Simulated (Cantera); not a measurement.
Charge: 1 mol V, 0.51 mol NH3, 0.39 mol N2O, at 75.0 Torr.

Cantera equilibrium calculation (NASA polynomials, part measured and part estimated; ideal gas, pure solids and liquids). Candidate condensed phases: H2O, V, VN, VO, V2O3, V2O4, V2O5; 28 gas species. Each liquid is taken as pure. Mutual solubility and eutectic melting of coexisting phases are not modelled. VN, VO: taken at fixed stoichiometry. Condensed phases not in the tables: solid solutions among these carbides, nitrides and lower oxides, V2N, N, O or C dissolved in the metal. The numbers say what is thermodynamically allowed, not how fast it happens.

x: gas mole fraction; n: condensed amount in mol.

| T (K) | x H2 | x N2 | x H | x V | x VO | n VN(s) | n VO(s) | n VO(l) | n V(l) |
|---|---|---|---|---|---|---|---|---|---|
| 1898 | 0.690 | 0.307 | 0.00205 | 5.85e-7 | 3.66e-6 | 0.611 | 0.389 | 0 | 0 |
| 1998 | 0.688 | 0.307 | 0.00421 | 5.59e-6 | 1.88e-5 | 0.611 | 0.389 | 0 | 0 |
| 2098 | 0.685 | 0.306 | 0.00805 | 4.28e-5 | 7.77e-5 | 0.611 | 0 | 0.389 | 0 |
| 2198 | 0.679 | 0.305 | [?] | [?] | [?] | 0.610 | 0 | 0.389 | 0 |
| 2298 | 0.524 | 0.452 | 0.0219 | 0.00108 | 0.000750 | 0 | 0 | 0.388 | 0.609 |
| 2398 | 0.512 | 0.447 | [?] | [?] | [?] | 0 | 0 | 0.386 | 0.607 |
| 2498 | 0.492 | 0.439 | 0.0553 | 0.00780 | 0.00493 | 0 | 0 | 0.380 | 0.600 |
| 2598 | 0.462 | 0.425 | 0.0818 | 0.0186 | 0.0113 | 0 | 0 | 0.368 | 0.585 |
| 2698 | 0.416 | 0.400 | 0.115 | 0.0415 | 0.0241 | 0 | 0 | 0.341 | 0.549 |
| 2798 | 0.348 | 0.358 | 0.152 | 0.0871 | 0.0486 | 0 | 0 | 0.282 | 0.465 |

**Question.** Some entries are withheld; supply them.

**Answer.** 
- 2198, x H: 0.0145
- 2198, x V: 0.000271
- 2198, x VO: 0.000255
- 2398, x H: 0.0356
- 2398, x V: 0.00303
- 2398, x VO: 0.00200
